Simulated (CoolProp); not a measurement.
Vapour-liquid equilibrium of p-xylene (1) + n-decane (2) at 0.00876 bar; x and y are mole fractions of (1).

Computed with CoolProp (multi-fluid Helmholtz-energy mixture model, Zhou 2012 and Lemmon 2006; pair parameters Bell 2016).

Question: Give the bubble temperature and the first vapour's composition at x = 0.35, 0.65, 0.875. Is there an azeotrope?

Answer: x = 0.35: 32.2 °C, y = 0.773; x = 0.65: 25.4 °C, y = 0.917; x = 0.875: 21.7 °C, y = 0.975. No azeotrope shows between x = 0.05 and 0.95.

Pair parameters are fitted to limited data, so mixtures are less certain than the pure fluids.
